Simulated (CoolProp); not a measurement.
Vapour-liquid equilibrium of propylene (1) + R134a (2) at 56.05 °C; x and y are mole fractions of (1).

Values from CoolProp's multi-fluid Helmholtz-energy mixture model, Lemmon 2013 and Tillner-Roth 1994; pair parameters Bell 2016.

```csv
x,"bubble pressure, mixture model (MPa)","bubble pressure, Raoult's law (MPa)","y, mixture model","y, Raoult's law"
0.05,1.661,1.570,0.100,0.074
0.2,1.989,1.690,0.313,0.276
0.35,2.224,1.811,0.456,0.451
0.5,2.381,1.931,0.569,0.604
0.65,[?],2.051,0.675,0.739
0.8,2.482,2.172,[?],0.859
0.95,[?],2.292,0.937,0.967
```

### Question
What belongs in the gaps?

### Answer

- 0.65, bubble pressure, mixture model (MPa): 2.469
- 0.8, y, mixture model: 0.790
- 0.95, bubble pressure, mixture model (MPa): 2.393

The largest gap from Raoult's law is +23.3 % in bubble pressure, at x = 0.5. y crosses x between x = 0.65 and 0.8: the model has an azeotrope there.

Pair parameters are fitted to limited data, so mixtures are less certain than the pure fluids.
